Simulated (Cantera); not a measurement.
A diamond (100) surface in a fixed gas of H2 with x(CH4) = 0.0074, x(CH3) = 5.4e-05, at 1075 K, 0.0849 atm; coverages are run to steady state.

Cantera simulation using the Harris–Goodwin 1993 mechanism for the reconstructed diamond (100) surface; the numbers are that mechanism's predictions, not measurements.

θ: site fractions in the mechanism's names (c6HH fully hydrogenated, c6H* and c6*H radical sites, c6** diradical, c6HM methylated).

```json
[
 {"x(H)": "0.0001", "growth (µm/h)": "0.327", "θ c6HH": "0.589", "θ c6H*": "0.0211", "θ c6*H": "0.355", "θ c6**": "0.00525", "θ c6HM": "0.0195"},
 {"x(H)": "0.0002", "growth (µm/h)": "0.653", "θ c6HH": "0.556", "θ c6H*": "0.0228", "θ c6*H": "0.383", "θ c6**": "0.00813", "θ c6HM": "0.0199"},
 {"x(H)": "0.00039", "growth (µm/h)": "1.12", "θ c6HH": "0.539", "θ c6H*": "0.0237", "θ c6*H": "0.399", "θ c6**": "0.0108", "θ c6HM": "0.0180"},
 {"x(H)": "0.00077", "growth (µm/h)": "1.71", "θ c6HH": "0.532", "θ c6H*": "0.0244", "θ c6*H": "0.410", "θ c6**": "0.0129", "θ c6HM": "0.0141"},
 {"x(H)": "0.0015", "growth (µm/h)": "[?]", "θ c6HH": "0.530", "θ c6H*": "0.0248", "θ c6*H": "0.417", "θ c6**": "0.0142", "θ c6HM": "[?]"},
 {"x(H)": "0.003", "growth (µm/h)": "2.73", "θ c6HH": "0.530", "θ c6H*": "0.0251", "θ c6*H": "0.421", "θ c6**": "0.0151", "θ c6HM": "0.00587"},
 {"x(H)": "0.0059", "growth (µm/h)": "3.02", "θ c6HH": "0.530", "θ c6H*": "0.0253", "θ c6*H": "0.424", "θ c6**": "0.0156", "θ c6HM": "[?]"},
 {"x(H)": "0.012", "growth (µm/h)": "3.20", "θ c6HH": "0.530", "θ c6H*": "0.0255", "θ c6*H": "0.426", "θ c6**": "0.0159", "θ c6HM": "0.00173"},
 {"x(H)": "0.023", "growth (µm/h)": "3.29", "θ c6HH": "0.531", "θ c6H*": "0.0258", "θ c6*H": "0.426", "θ c6**": "0.0161", "θ c6HM": "0.000929"}
]
```

Problem. Some entries are withheld; supply them.

Solution. 
- 0.0015, growth (µm/h): 2.27
- 0.0015, θ c6HM: 0.00973
- 0.0059, θ c6HM: 0.00331
